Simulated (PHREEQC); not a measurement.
**Acid mine or pickling water: an equilibrium model**

A made-up water analysis in mmol/kgw, 25 °C, pH 3.18, pe 11.9:

```tsv
constituent	mmol/kgw
Na	8.81
K	1.33
Ca	10
Mg	12.6
Cl	9.47
S(6)	24.8
Al	0.139
```

Valence states are taken as typed.

The numbers come from PHREEQC with the ion-association model, phreeqc.dat.

Each row changes one thing in this solution. Precipitation was switched off in this run.

| case | ionic strength (mol/kgw) | K+ (mol/kgw) | AlSO4+ (mol/kgw) | KSO4- (mol/kgw) | Al(SO4)2- (mol/kgw) | Al+3 (mol/kgw) | SI of Gypsum (CaSO4:2H2O) | SI of Gibbsite (Al(OH)3) |
|---|---|---|---|---|---|---|---|---|
| as made | 0.0701 | 0.00127 | 9.97e-5 | 5.65e-5 | 2.04e-5 | 1.87e-5 | -0.15 | -3.98 |
| Al from 0.139 to 0.0695 mmol/kgw | 0.0701 | 0.00127 | 4.99e-5 | 5.67e-5 | 1.02e-5 | 9.34e-6 | -0.15 | -4.28 |
| K from 1.33 to 0.665 mmol/kgw | 0.0698 | 0.000637 | 9.97e-5 | 2.83e-5 | 2.04e-5 | 1.87e-5 | -0.15 | -3.98 |
